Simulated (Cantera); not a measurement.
A closed system holds: 1 mol MgSO4, 3.6 mol CO2, at 0.100 bar.

Equilibrium computed with Cantera from the NASA thermochemical tables; the gas is ideal and each condensed phase is pure. Candidate condensed phases: C, Mg, MgCO3, MgO, MgS, MgSO4, S; 26 gas species. Kinetics and transport are ignored. All values below are at 925 °C.

Base state: CO2 0.708, SO2 0.192, O2 0.0958, SO3 0.00490 (mole fractions); condensed: MgO(s).

Problem. What changes in the equilibrium state with this change: CO2 from 3.6 to 1.3 mol?

Solution. 
```tsv
species	before	after
CO2	0.708	0.467
SO2	0.192	0.347
O2	0.0958	0.174
SO3	0.00490	0.0120
MgO(s), mol	1.00	1.00
```
